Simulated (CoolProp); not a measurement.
Vapour-liquid equilibrium of propane (1) + R236EA (2) at 62.35 °C; x and y are mole fractions of (1).

Values from CoolProp's multi-fluid Helmholtz-energy mixture model, Lemmon 2009 and Rui 2013; pair parameters Bell 2016.

```json
[
 {"x": "0.05", "bubble pressure, mixture model (MPa)": "0.8458", "bubble pressure, Raoult's law (MPa)": "0.7209", "y, mixture model": "0.238", "y, Raoult's law": "0.154"},
 {"x": "0.125", "bubble pressure, mixture model (MPa)": "1.114", "bubble pressure, Raoult's law (MPa)": "0.8393", "y, mixture model": "0.428", "y, Raoult's law": "0.331"},
 {"x": "0.2", "bubble pressure, mixture model (MPa)": "1.336", "bubble pressure, Raoult's law (MPa)": "0.9577", "y, mixture model": "0.532", "y, Raoult's law": "0.464"},
 {"x": "0.275", "bubble pressure, mixture model (MPa)": "1.515", "bubble pressure, Raoult's law (MPa)": "1.076", "y, mixture model": "0.598", "y, Raoult's law": "0.568"},
 {"x": "0.35", "bubble pressure, mixture model (MPa)": "1.659", "bubble pressure, Raoult's law (MPa)": "1.195", "y, mixture model": "0.644", "y, Raoult's law": "0.651"},
 {"x": "0.425", "bubble pressure, mixture model (MPa)": "1.776", "bubble pressure, Raoult's law (MPa)": "1.313", "y, mixture model": "0.680", "y, Raoult's law": "0.719"},
 {"x": "0.5", "bubble pressure, mixture model (MPa)": "1.874", "bubble pressure, Raoult's law (MPa)": "1.431", "y, mixture model": "0.711", "y, Raoult's law": "0.776"},
 {"x": "0.575", "bubble pressure, mixture model (MPa)": "1.959", "bubble pressure, Raoult's law (MPa)": "1.550", "y, mixture model": "0.741", "y, Raoult's law": "0.824"},
 {"x": "0.65", "bubble pressure, mixture model (MPa)": "2.035", "bubble pressure, Raoult's law (MPa)": "1.668", "y, mixture model": "0.771", "y, Raoult's law": "0.865"},
 {"x": "0.725", "bubble pressure, mixture model (MPa)": "2.103", "bubble pressure, Raoult's law (MPa)": "1.787", "y, mixture model": "0.805", "y, Raoult's law": "0.901"},
 {"x": "0.8", "bubble pressure, mixture model (MPa)": "2.160", "bubble pressure, Raoult's law (MPa)": "1.905", "y, mixture model": "0.844", "y, Raoult's law": "0.933"},
 {"x": "0.875", "bubble pressure, mixture model (MPa)": "2.204", "bubble pressure, Raoult's law (MPa)": "2.024", "y, mixture model": "0.892", "y, Raoult's law": "0.960"},
 {"x": "0.95", "bubble pressure, mixture model (MPa)": "2.225", "bubble pressure, Raoult's law (MPa)": "2.142", "y, mixture model": "0.951", "y, Raoult's law": "0.985"}
]
```

The largest gap from Raoult's law is +40.8 % in bubble pressure, at x = 0.275. No azeotrope shows between x = 0.05 and 0.95.

Pair parameters are fitted to limited data, so mixtures are less certain than the pure fluids.
